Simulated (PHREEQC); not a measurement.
Model water analysis in mg/L, 10 °C, pH 6.3, pe 11.7: Na 4.28; K 0.228; Ca 16.7; Mg 2.85; Cl 16.1; S(6) as SO4 21.6; Alkalinity as HCO3 62.4; Li 0.141; Si as SiO2 0.0161.

Valence states are taken as typed.

The numbers come from PHREEQC with the ion-association model, phreeqc.dat.

Task: The ionic strength comes out as 0.00231 mol/kgw. What activity coefficients do Ca+2, CaHCO3+, MgHCO3+, HCO3-, SO4-2 get?

Result: Ca+2 0.82, CaHCO3+ 0.95, MgHCO3+ 0.95, HCO3- 0.95, SO4-2 0.81.

Precipitation was switched off in this run. Species that the database lacks are ignored. Away from 25 °C the constants follow the database's enthalpies or fits; those with neither stay at their 25 °C values.
